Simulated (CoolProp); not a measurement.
Saturation properties of hydrogen chloride (Tc = 51.5 °C, pc = 83.14 bar, ω = 0.130).

Values from CoolProp's reference Helmholtz-energy equation of state, Thol 2018.

```csv
T (°C),p (bar),liquid density (kg/m³),vapour density (kg/m³),enthalpy of vaporisation (kJ/kg),liquid cp (kJ/(kg K))
-38.85,7.978,1061,16.90,385.1,1.748
-36.75,8.587,1054,18.15,381.9,1.756
-34.55,9.262,1048,19.53,378.4,1.766
-32.35,9.976,1041,21.00,374.8,1.775
-30.15,10.73,1034,22.55,371.2,1.786
-27.95,11.53,1027,24.20,367.5,1.797
-25.85,12.33,1020,25.86,363.9,1.808
-23.65,13.21,1013,27.70,360.0,1.821
-21.45,14.13,1006,29.65,356.0,1.834
-19.25,15.11,998.4,31.71,352.0,1.849
-17.05,16.13,990.9,33.88,347.8,1.864
-14.95,17.16,983.6,36.08,343.7,1.880
-12.75,18.28,975.8,38.51,339.4,1.898
-10.55,19.46,967.9,41.09,334.9,1.917
-8.35,20.69,959.9,43.81,330.3,1.937
```

It boils at -85.0 °C under 1 atm.
